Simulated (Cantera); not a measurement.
## Thermodynamics of fluorocarbon and chlorocarbon gases, feed CCl4 + CH4 + H2

A closed system holds: 1 mol CCl4, 0.011 mol CH4, 0.23 mol H2, held at 1050 °C and 7.70 mbar.

Cantera equilibrium calculation (NASA polynomials, part measured and part estimated; ideal gas, pure solids and liquids). Candidate condensed phases: C, C6H6, C7H8, C8H18; 91 gas species. Rates play no part.

```json
{
 "x(Cl2)": "0.652",
 "x(HCl)": "0.208",
 "x(Cl)": "0.140",
 "x(CCl4)": "1.68e-6",
 "n(C(graphite))": "1.01 mol",
 "gas_amount": "2.421 mol"
}
```
